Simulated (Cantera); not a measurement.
Mixture: CH4 : H2 : O2 : N2 : H2O = 1 : 0.74 : 2.37 : 16.4 : 0.6 (molar parts), equivalence ratio 1.0, at 5.00 bar, adiabatic and at constant volume. Ignition delay is the time to a rise of 400 K.

Cantera simulation using GRI-Mech 3.0 (53 species, 325 reactions); the numbers are that mechanism's predictions, not measurements.

Problem. Predict: delay at 1250 K; delay at 1400 K; delay at 1550 K; delay at 1700 K; delay at 1850 K; apparent activation energy between 1775 and 1925 K.

Solution. 
```
Item                                                     Value
--------------------------------------------------  ----------
delay at 1250 K                                       0.441 ms
delay at 1400 K                                       0.148 ms
delay at 1550 K                                        57.3 µs
delay at 1700 K                                        24.7 µs
delay at 1850 K                                        11.9 µs
apparent activation energy between 1775 and 1925 K  130 kJ/mol
```
